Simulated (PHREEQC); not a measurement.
## Acid rinse or clean

Dissolve 0.024 mol HCl and 0.13 mol MnSO4 per kg of water at 41 °C. Closed to the air; pH follows from the charge balance.

Computed with PHREEQC (ion-association model, wateq4f.dat).

Each row changes one thing in this solution. This is a speciation only: nothing precipitates in the calculation.

```csv
case,pH,ionic strength (mol/kgw),Mn+2 (mol/kgw),MnSO4 (mol/kgw),SO4-2 (mol/kgw),HSO4- (mol/kgw)
as made,2.22,0.267,0.0681,0.0602,0.0535,0.0163
HCl left out,6.14,0.249,0.0624,0.0676,0.0624,2.32e-6
temperature from 41 to 25 °C,2.15,0.291,0.0734,0.0547,0.0603,0.0150
MnSO4 from 0.13 to 0.26 mol/kgw,2.39,0.481,0.122,0.135,0.106,0.0186
temperature from 41 to 10 °C,2.10,0.318,0.0795,0.0485,0.0676,0.0138
```

Constants without temperature data keep their 25 °C values here.
